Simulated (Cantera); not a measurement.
A perfectly stirred reactor is fed with CH4 : O2 : N2 : H2O = 1 : 1.82 : 6.84 : 0.31 (molar parts), equivalence ratio 1.1, at 3.80 bar; it is adiabatic with a 350 K inlet, and is followed from long to short residence time, starting on the burning branch (τ in s: 0.023, 0.0084, 0.003, 0.0011, 0.0004, 0.00015, 5.3e-05, 1.9e-05, 7e-06).

Detailed kinetics in Cantera: GRI-Mech 3.0 (53 species, 325 reactions).

What does this change do: inlet temperature 350 to 623 K?


```json
[
 {"quantity": "blow-out, bracketed by the residence times tried", "before": "burning at 0.150 ms, out at 53.0 µs", "after": "burning at 53.0 µs, out at 19.0 µs"},
 {"quantity": "x(CH4) at τ = 23.0 ms", "before": "1.86e-5", "after": "6.94e-6"},
 {"quantity": "x(O2) at τ = 23.0 ms", "before": "0.000547", "after": "0.00108"},
 {"quantity": "x(H2O) at τ = 23.0 ms", "before": "0.213", "after": "0.212"},
 {"quantity": "x(HO2) at τ = 23.0 ms", "before": "2.60e-7", "after": "4.56e-7"},
 {"quantity": "x(CH3) at τ = 23.0 ms", "before": "9.59e-6", "after": "4.55e-6"},
 {"quantity": "x(CH4) at τ = 0.400 ms", "before": "0.000195", "after": "0.000115"},
 {"quantity": "x(O2) at τ = 0.400 ms", "before": "0.00542", "after": "0.00602"},
 {"quantity": "x(H2O) at τ = 0.400 ms", "before": "0.205", "after": "0.203"},
 {"quantity": "x(HO2) at τ = 0.400 ms", "before": "4.95e-6", "after": "3.93e-6"},
 {"quantity": "x(CH3) at τ = 0.400 ms", "before": "9.86e-5", "after": "7.02e-5"}
]
```

What does this change do: pressure from 3.80 bar to 0.440 bar?


```tsv
quantity	before	after
blow-out, bracketed by the residence times tried	burning at 0.150 ms, out at 53.0 µs	burning at 0.400 ms, out at 0.150 ms
x(CH4) at τ = 23.0 ms	1.86e-5	1.93e-5
x(O2) at τ = 23.0 ms	0.000547	0.00443
x(H2O) at τ = 23.0 ms	0.213	0.204
x(HO2) at τ = 23.0 ms	2.60e-7	6.93e-7
x(CH3) at τ = 23.0 ms	9.59e-6	1.09e-5
x(CH4) at τ = 0.400 ms	0.000195	0.000591
x(O2) at τ = 0.400 ms	0.00542	0.0169
x(H2O) at τ = 0.400 ms	0.205	0.185
x(HO2) at τ = 0.400 ms	4.95e-6	5.07e-6
x(CH3) at τ = 0.400 ms	9.86e-5	0.000205
```
